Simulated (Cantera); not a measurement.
Feed: 1 mol SiC, a varied amount of H2O, 110 mol H2, equilibrated at 1750 K and 1.80 Torr.

Equilibrium computed with Cantera from the NASA thermochemical tables; the gas is ideal and each condensed phase is pure. Candidate condensed phases: C, C6H6, C7H8, C8H18, H2O, Si, SiC, SiO2; 123 gas species. Equilibrium is a limit: real reactors are often held back by kinetics, nucleation or transport.

log p: log10 of the partial pressure in bar; n: condensed amount in mol.

```tsv
n(H2O) (mol)	log p H2	log p H2O	log p SiO	log p CO	log p H	log p Si	log p CO2	n SiC(s)
0.13	-2.62	-10.75	-5.92	-5.79	-4.94	-6.45	-14.48	0.926
0.22	-2.62	-10.52	-5.66	-5.59	-4.94	-6.42	-14.04	0.880
0.36	-2.62	…	…	…	-4.95	-6.41	…	…
0.59	-2.62	-10.10	-5.21	-5.18	-4.95	-6.40	-13.21	0.695
0.96	-2.63	-9.89	-5.00	-4.98	-4.95	-6.39	-12.80	0.509
1.6	-2.63	-9.67	-4.78	-4.77	-4.95	-6.39	-12.37	0.189
2.6	-2.63	…	-4.68	-4.68	-4.95	…	…	0
4.3	-2.64	-4.33	-4.69	-4.69	-4.95	-11.66	-6.94	0
```

What belongs in the gaps?


- 0.36, log p H2O: -10.31
- 0.36, log p SiO: -5.43
- 0.36, log p CO: -5.39
- 0.36, log p CO2: -13.63
- 0.36, n SiC(s): 0.810
- 2.6, log p H2O: -4.90
- 2.6, log p Si: -11.07
- 2.6, log p CO2: -7.51
